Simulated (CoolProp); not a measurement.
Properties of R125 along the isotherm 341.1 K.

The numbers come from the reference Helmholtz-energy equation of state, Lemmon 2005 in CoolProp.

```csv
p (bar),phase,density (kg/m³)
0.286,gas,1.214
0.432,gas,1.836
0.651,gas,2.772
0.982,gas,4.194
1.48,gas,6.351
2.24,gas,9.684
3.37,gas,…
5.09,gas,22.65
7.67,gas,…
11.6,gas,…
17.5,gas,…
26.3,gas,…
39.7,supercritical,…
60,supercritical,…
90.5,supercritical,1054
```

Q: Complete the blanks.

A: 
- 3.37, density (kg/m³): 14.73
- 7.67, density (kg/m³): 35.10
- 11.6, density (kg/m³): 55.61
- 17.5, density (kg/m³): 91.04
- 26.3, density (kg/m³): 161.7
- 39.7, density (kg/m³): 782.6
- 60, density (kg/m³): 967.1
